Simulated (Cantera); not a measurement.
Thermodynamics of boron, boron nitride and boron oxide, feed B + H2O + N2

A closed system holds: 1 mol B, 15 mol H2O, 85 mol N2, held at 0.0120 bar.

These are equilibrium values from Cantera (NASA tables, ideal gas, pure condensed phases), not measurements of a reactor. Candidate condensed phases: B, BN, B2O3, B3O3H3, H2O; 39 gas species. Gases not in the tables: H3BO3. Kinetics and transport are ignored.

```
T (°C)   x N2  x H2O    x H2   x HBO2       x H      x OH
------  -----  -----  ------  -------  --------  --------
1202    0.846  0.129  0.0149  0.00990   1.45e-5   3.29e-6
1252    0.846  0.129  0.0149  0.00989   2.64e-5   7.10e-6
1302    0.846  0.129  0.0149  0.00988   4.63e-5   1.46e-5
1352    0.846  0.129  0.0149  0.00987   7.86e-5   2.87e-5
1402    0.846  0.129  0.0149  0.00986  0.000129   5.43e-5
1452    0.846  0.129  0.0149  0.00984  0.000207   9.89e-5
1502    0.846  0.129  0.0149  0.00982  0.000323  0.000174
1552    0.845  0.129  0.0149  0.00980  0.000492  0.000296
1602    0.845  0.129  0.0151  0.00976  0.000734  0.000489
1652    0.845  0.128  0.0153  0.00972   0.00108  0.000781
1702    0.844  0.127  0.0157  0.00966   0.00157   0.00120
```
x: gas mole fraction; nothing condenses.

From 1202 °C to 1702 °C nothing is condensed.
